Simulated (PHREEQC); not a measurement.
Dissolve 0.0014 mol/kgw HCl, 0.00024 mol/kgw MgSO4 and 0.00039 mol/kgw H4SiO4 at 20 °C. It is in equilibrium with CO2 at log p = -3.4 (atm). Otherwise closed; pH follows from the charge balance.

Equilibrium calculation in PHREEQC: Pitzer model, pitzer.dat.

**Question.** The ionic strength comes out as 0.00232 mol/kgw. What activity coefficients do SO4-2, H+, HSO4-, Cl-, Mg+2 get?

**Answer.** SO4-2 0.79, H+ 0.95, HSO4- 0.95, Cl- 0.95, Mg+2 0.80. Single-ion values are on the MacInnes scale.

This is a speciation only: nothing precipitates in the calculation.
